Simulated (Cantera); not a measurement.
A closed system holds: 1 mol Si₂H₆, 3.7 mol HCl, 26 mol N₂, equilibrated at 1748 K.

Method: chemical equilibrium by Gibbs-energy minimisation in Cantera with the NASA 1993 tables (ideal gas, pure condensed phases). Candidate condensed phases: NH₄Cl, Si, Si₃N₄; 28 gas species. The feed counts by its element totals alone. The tables' values for SiCl₃, SiCl, SiN are old estimates; treat these amounts as uncertain. The numbers say what is thermodynamically allowed, not how fast it happens.

x: gas mole fraction; n: condensed amount in mol.

```
P (Pa)   x N₂   x H₂   x HCl  x SiCl₂  n Si(l)  n Si₃N₄(s)
------  -----  -----  ------  -------  -------  ----------
100     0.792  0.128  0.0376   0.0369    0.716           0
260     0.794  0.128  0.0378   0.0370    0.750           0
670     0.791  0.129  0.0421   0.0359        0       0.275
1700    0.791  0.125  0.0524   0.0308        0       0.332
4500    0.790  0.120  0.0638   0.0249        0       0.394
12000   0.790  0.115     ___      ___        0         ___
30000   0.789  0.111  0.0851   0.0136        0       0.508
77000   0.789  0.107  0.0931  0.00895        0       0.552
200000  0.789  0.105  0.0986  0.00544        0       0.584
```

Question: Fill in the missing entries.

Answer: 
- 12000, x HCl: 0.0754
- 12000, x SiCl₂: 0.0189
- 12000, n Si₃N₄(s): 0.456
